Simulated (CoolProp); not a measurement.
Hexamethyldisiloxane (MM) along the isotherm 272.05 °C: fugacity coefficient from the reference equation and from simpler models built on Tc = 245.6 °C, pc = 1.931 MPa, ω = 0.418; each cubic takes its own stable root.

Model: reference Helmholtz-energy equation of state, Thol 2016, in CoolProp.

```tsv
p (MPa)	phase	reference
0.0305	gas	0.9953
0.0579	gas	0.9910
0.11	gas	0.9830
0.208	gas	0.9679
0.394	gas	0.9396
0.748	gas	0.8866
1.42	gas	0.7890
2.69	supercritical	0.6114
5.09	supercritical	0.4050
9.66	supercritical	0.3000
```

How far does each simpler model (van der Waals, Soave-Redlich-Kwong) lie from the reference over these 10 states: mean and median of the absolute difference, and the worst?


- van der Waals: mean 3.2 %, median 1.0 %, worst +18.3 % at 272.05 °C and 9.66 MPa
- Soave-Redlich-Kwong: mean 2.2 %, median 0.5 %, worst +9.9 % at 272.05 °C and 9.66 MPa
